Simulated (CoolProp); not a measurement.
Vapour-liquid equilibrium of dimethyl ether (1) + chloromethane (R40) (2) at 0.681 MPa; x and y are mole fractions of (1).

The numbers come from the multi-fluid Helmholtz-energy mixture model, Wu 2011 and Thol 2014; pair parameters Bell 2016 in CoolProp.

| x | bubble temperature (°C) | y at the bubble point | dew temperature at overall composition x (°C) | liquid density (mol/L) |
|---|---|---|---|---|
| 0.05 | 31.1 | 0.044 | 31.1 | … |
| 0.125 | 31.5 | 0.113 | 31.5 | 17.30 |
| 0.2 | 31.8 | 0.187 | 31.8 | 16.99 |
| 0.275 | 32.0 | 0.263 | 32.0 | 16.69 |
| 0.35 | 32.2 | … | 32.2 | 16.40 |
| 0.425 | 32.2 | 0.422 | 32.2 | 16.12 |
| 0.5 | 32.2 | 0.504 | 32.2 | 15.84 |
| 0.575 | 32.1 | 0.585 | 32.2 | 15.58 |
| 0.65 | 32.0 | 0.665 | 32.0 | … |
| 0.725 | 31.7 | 0.743 | 31.8 | 15.06 |
| 0.8 | … | 0.819 | 31.4 | 14.81 |
| 0.875 | … | 0.890 | 31.0 | 14.57 |
| 0.95 | 30.4 | 0.958 | 30.5 | 14.33 |

### Question
Some entries are withheld; supply them.

### Answer

- 0.05, liquid density (mol/L): 17.61
- 0.35, y at the bubble point: 0.342
- 0.65, liquid density (mol/L): 15.32
- 0.8, bubble temperature (°C): 31.3
- 0.875, bubble temperature (°C): 30.9

y crosses x between x = 0.425 and 0.5: the model has an azeotrope there.

Pair parameters are fitted to limited data, so mixtures are less certain than the pure fluids.
